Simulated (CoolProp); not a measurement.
Octamethylcyclotetrasiloxane (D4) at several states: fugacity coefficient from the reference equation and from simpler models built on Tc = 313.4 °C, pc = 1347 kPa, ω = 0.598; each cubic takes its own stable root.

Computed with CoolProp (reference Helmholtz-energy equation of state, Thol 2015).

```json
[
 {"T (°C)": "279.15", "p (kPa)": "678", "phase": "gas", "reference": "0.7805", "van der Waals": "0.8278", "Redlich-Kwong": "0.8009", "Soave-Redlich-Kwong": "0.7879", "Peng-Robinson": "0.7725"},
 {"T (°C)": "271.55", "p (kPa)": "73.3", "phase": "gas", "reference": "0.9748", "van der Waals": "0.9807", "Redlich-Kwong": "0.9772", "Soave-Redlich-Kwong": "0.9755", "Peng-Robinson": "0.9733"},
 {"T (°C)": "302.55", "p (kPa)": "2700", "phase": "liquid", "reference": "0.3456", "van der Waals": "0.4204", "Redlich-Kwong": "0.3784", "Soave-Redlich-Kwong": "0.3658", "Peng-Robinson": "0.3465"},
 {"T (°C)": "45.95", "p (kPa)": "1500", "phase": "liquid", "reference": "0.0004474", "van der Waals": "0.05527", "Redlich-Kwong": "0.007441", "Soave-Redlich-Kwong": "0.0004953", "Peng-Robinson": "0.0005491"}
]
```
